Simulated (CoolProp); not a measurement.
1000 sccm (0 °C, 1 atm) of nitrogen bubbles through liquid p-xylene at 337 K and leaves saturated at a total pressure of 0.059 MPa (ideal gas phase). Each further row changes one setting.

Computed with CoolProp (reference Helmholtz-energy equation of state, Zhou 2012).

```tsv
case	vapour pressure (kPa)	mole fraction of vapour	delivery (mg/min)	delivery (sccm)	change of delivery for a bath 1 K warmer (%)
as stated	8.12	(withheld)	756	160	5.1
bath temperature 342 K	10.0	0.170	(withheld)	(withheld)	5.1
total pressure 0.118 MPa	8.12	0.0688	(withheld)	73.9	4.7
```

Question: What belongs in the gaps?

Answer: 
- as stated, mole fraction of vapour: 0.138
- bath temperature 342 K, delivery (mg/min): 969
- bath temperature 342 K, delivery (sccm): 205
- total pressure 0.118 MPa, delivery (mg/min): 350
